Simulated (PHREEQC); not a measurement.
Solution (89 °C and 50 atm): 1.2 mmol/kgw HNO3, 48 mmol/kgw NaCl and 0.22 mmol/kgw MgCl2. Closed to the air; pH follows from the charge balance.

Model: ion-association model, phreeqc.dat, run in PHREEQC.

- pH = 3.00
- ionic strength = 0.0499 mol/kgw
- specific conductance = 15800 µS/cm
- total alkalinity = -1.20 meq/kg

```tsv
species	molality	activity	log γ
Cl-	0.0484	0.0384	-0.101
Na+	0.0480	0.0386	-0.095
H+	0.00120	0.00101	-0.077
NO3-	0.00120	0.000941	-0.106
Mg+2	0.000220	9.68e-5	-0.357
```

This is a speciation only: nothing precipitates in the calculation. Under pressure, the constants of complexes without a molar volume in the database are unreliable. Away from 25 °C the constants follow the database's enthalpies or fits; those with neither stay at their 25 °C values.
